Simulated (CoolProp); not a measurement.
Values from CoolProp's reference Helmholtz-energy equation of state, McLinden 2015.

### Question
Give the vapour pressure (kPa), liquid density (kg/m³), liquid cp (kJ/(kg K)) of saturated the fluoroketone C6F12O (FK-5-1-12) at 357.7, 366.1, 374.4 K.

### Answer
| T (K) | p (kPa) | liquid density (kg/m³) | liquid cp (kJ/(kg K)) |
|---|---|---|---|
| 357.7 | 300 | 1400 | 1.17 |
| 366.1 | 375 | 1370 | 1.18 |
| 374.4 | 461 | 1330 | 1.20 |
